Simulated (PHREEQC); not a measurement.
A solution holds 0.043 mol/kgw H2S, 0.013 mol/kgw NaHCO3 and 0.024 mol/kgw ZnCl2, at 85 °C. Closed to the air; pH follows from the charge balance.

Computed with PHREEQC (ion-association model, phreeqc.dat).

| quantity | before | after |
|---|---|---|
| pH | 1.72 | 1.68 |
| Cl- (mol/kgw) | 0.0459 | 0.0832 |
| H2S (mol/kgw) | 0.00710 | 0.00438 |
| (CO2)2 (mol/kgw) | 1.28e-5 | 1.29e-5 |
| HCO3- (mol/kgw) | 3.71e-7 | 3.67e-7 |
| SI of Halite (NaCl) | -5.03 | -4.83 |

Name the change that produced these shifts.
A. ZnCl2 replaced by BaCl2 at the same molality
B. temperature from 85 to 15 °C
C. 0.0009 mol/kgw KOH added
D. ZnCl2 from 0.024 to 0.048 mol/kgw

D, ZnCl2 from 0.024 to 0.048 mol/kgw

Precipitation was switched off in this run. Some of these states are supersaturated (in Sphalerite (slow to form), for instance). At this temperature some constants are extrapolated from 25 °C, and those without enthalpy data are left unchanged.
